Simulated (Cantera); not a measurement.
A closed system holds: 1 mol Si, 5.4 mol NF3, 0.1 mol H2, held at 927 °C and 8.25 Torr.

Cantera equilibrium calculation (NASA polynomials, part measured and part estimated; ideal gas, pure solids and liquids). Candidate condensed phases: Si, Si3N4; 37 gas species. Equilibrium is a limit: real reactors are often held back by kinetics, nucleation or transport.

Base state: F 0.727, N2 0.174, SiF4 0.0643, F2 0.0220, HF 0.0129 (mole fractions); condensed: gas only.

Task: What changes in the equilibrium state with this change: 0.038 mol H2S added?

Result: 
```
species  before    after
-------  ------  -------
F         0.727    0.718
N2        0.174    0.176
SiF4     0.0643   0.0650
HF       0.0129   0.0179
SF6           0  0.00247
F2       0.0220   0.0214
```
Further candidate phases: S.

Task: What changes in the equilibrium state with this change: H2 from 0.1 to 1 mol?

Result: 
```
species  before   after
-------  ------  ------
F         0.727   0.620
N2        0.174   0.173
HF       0.0129   0.128
F2       0.0220  0.0160
SiF4     0.0643  0.0639
```
